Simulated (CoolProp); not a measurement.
A simple Rankine cycle with cyclohexane: condensing at 325.15 K, boiler at 1.39 MPa, turbine inlet 619 K, turbine efficiency 0.65, pump efficiency 0.8, no recuperator. Each further row changes one setting.

Model: reference Helmholtz-energy equation of state, Zhou 2014, in CoolProp.

```csv
case,thermal efficiency (%),net work (kJ/kg),heat in (kJ/kg),turbine exit temperature (K),volume ratio over the turbine
as stated,12.9,127,980,564.1,35.3
condensing temperature 317.15 K,13.7,137,996,560.0,47.5
boiler pressure 0.973 MPa,11.8,116,986,570.5,24.3
turbine efficiency 0.55,10.9,107,980,571.9,35.8
```
